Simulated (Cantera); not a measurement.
Input: 1 mol SiHCl3, 73 mol N2, equilibrated at 975 °C and 0.345 Torr.

Equilibrium computed with Cantera from the NASA thermochemical tables; the gas is ideal and each condensed phase is pure. Candidate condensed phases: NH4Cl, Si, Si3N4; 28 gas species. N2 is the only nitrogen source here; it is nearly inert below about 1500 K, so the nitride shown seldom forms there in practice. The tables' values for SiCl3 are old estimates; treat these amounts as uncertain. Kinetics and transport are ignored.

Base state: N2 0.977, HCl 0.0128, SiCl2 0.00546, SiCl4 0.00300, SiCl3 0.00151, H2 0.000311, Cl 1.35e-5 (mole fractions); condensed: Si3N4(s).

Problem. What changes in the equilibrium state with this change: temperature from 975 °C to 752 °C?

Solution. 
```csv
species,before,after
N2,0.977,0.980
HCl,0.0128,0.0129
SiCl4,0.00300,0.00681
SiCl2,0.00546,2.29e-5
Cl,1.35e-5,1.41e-7
SiCl3,0.00151,8.64e-5
H2,0.000311,0.000294
"Si3N4(s), mol",0.0856,0.162
```
